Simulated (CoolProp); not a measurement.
Vapour-liquid equilibrium of R125 (1) + R1234yf (2) at 0.0457 MPa; x and y are mole fractions of (1).

Model: multi-fluid Helmholtz-energy mixture model, Lemmon 2005 and Lemmon 2022; pair parameters Bell 2023, in CoolProp.

| x | bubble temperature (°C) | y at the bubble point | dew temperature at overall composition x (°C) | liquid density (mol/L) |
|---|---|---|---|---|
| 0.05 | -47.5 | 0.114 | -46.7 | 11.55 |
| 0.2 | -51.1 | 0.380 | -48.6 | 11.78 |
| 0.35 | ? | 0.571 | -50.6 | 12.00 |
| 0.5 | -56.6 | 0.712 | -52.9 | 12.22 |
| 0.65 | ? | 0.822 | ? | 12.46 |
| 0.8 | ? | 0.909 | -58.3 | 12.70 |
| 0.95 | -62.5 | 0.979 | -61.8 | 12.96 |

### Question
What belongs in the gaps?

### Answer

- 0.35, bubble temperature (°C): -54.1
- 0.65, bubble temperature (°C): -58.8
- 0.65, dew temperature at overall composition x (°C): -55.4
- 0.8, bubble temperature (°C): -60.8

No azeotrope shows between x = 0.05 and 0.95.

The pair parameters rest on a limited set of measurements; away from them the model extrapolates.
